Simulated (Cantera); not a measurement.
Feed: 1 mol B, a varied amount of H2O, 0.34 mol N2, held at 777 °C and 0.220 bar.

Cantera equilibrium calculation (NASA polynomials, part measured and part estimated; ideal gas, pure solids and liquids). Candidate condensed phases: B, BN, B2O3, B3O3H3, H2O; 39 gas species. N2 is the only nitrogen source here; it is nearly inert below about 1500 K, so the nitride shown seldom forms there in practice. Mutual solubility and eutectic melting of coexisting phases are not modelled. Gases not in the tables: H3BO3. Equilibrium is a limit: real reactors are often held back by kinetics, nucleation or transport.

### Question
Which condensed phases are stable at each of these points (n(H2O) (mol)): 0.33, 0.41, 0.52, 0.65, 0.8, 1, 1.3, 1.6, 1.9, 2.4?

### Answer
```csv
n(H2O) (mol),condensed phases,B condensed (%)
0.33,B(s) + BN(s) + B2O3(l),99.7
0.41,B(s) + BN(s) + B2O3(l),99.6
0.52,BN(s) + B2O3(l),100.0
0.65,BN(s) + B2O3(l),100.0
0.8,BN(s) + B2O3(l),100.0
1,BN(s) + B2O3(l),100.0
1.3,BN(s) + B2O3(l),100.0
1.6,B2O3(l),99.9
1.9,B2O3(l),99.5
2.4,B2O3(l),98.4
```

From 0.33 mol H2O to 0.41 mol H2O the condensed part is B(s) + BN(s) + B2O3(l). From 0.52 mol H2O to 1.3 mol H2O the condensed part is BN(s) + B2O3(l). From 1.6 mol H2O to 2.4 mol H2O the condensed part is B2O3(l).
